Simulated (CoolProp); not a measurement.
Properties of R143a along the isotherm 500 K (Tc = 345.9 K, pc = 37.62 bar, ω = 0.261).

The numbers come from the reference Helmholtz-energy equation of state, Lemmon and Jacobsen 2000 in CoolProp.

| p (bar) | phase | cp (kJ/(kg K)) | cv (kJ/(kg K)) | expansivity (1/kK) | viscosity (µPa s) | Prandtl number |
|---|---|---|---|---|---|---|
| 11.8 | gas | 1.305 | 1.185 | 2.263 | 18.5 | 0.629 |
| 23.5 | gas | 1.335 | 1.192 | 2.547 | 19.1 | 0.657 |
| 35.3 | gas | 1.368 | 1.198 | 2.856 | 19.9 | 0.691 |
| 47 | supercritical | 1.403 | 1.204 | 3.176 | 20.9 | 0.729 |
| 58.8 | supercritical | 1.441 | 1.210 | 3.505 | 22.0 | 0.771 |
| 70.5 | supercritical | 1.479 | 1.215 | 3.820 | 23.3 | 0.818 |
| 82.3 | supercritical | 1.518 | 1.220 | 4.112 | 24.8 | 0.868 |
| 94 | supercritical | 1.554 | 1.224 | 4.355 | 26.4 | 0.920 |
| 106 | supercritical | 1.587 | 1.228 | 4.540 | 28.2 | 0.974 |
| 118 | supercritical | 1.615 | 1.231 | 4.648 | 30.2 | 1.03 |
| 129 | supercritical | 1.635 | 1.233 | 4.679 | 32.1 | 1.07 |
| 141 | supercritical | 1.651 | 1.236 | 4.645 | 34.2 | 1.12 |
| 153 | supercritical | 1.661 | 1.238 | 4.553 | 36.3 | 1.17 |
| 165 | supercritical | 1.667 | 1.240 | 4.422 | 38.5 | 1.21 |
| 176 | supercritical | 1.668 | 1.241 | 4.281 | 40.4 | 1.24 |
| 188 | supercritical | 1.667 | 1.243 | 4.115 | 42.6 | 1.28 |

Viscosity comes from a separate model (Klein 1997), an estimate that may be off by 10 % or more. Thermal conductivity comes from a separate model (McLinden 2000), an estimate that may be off by 10 % or more.
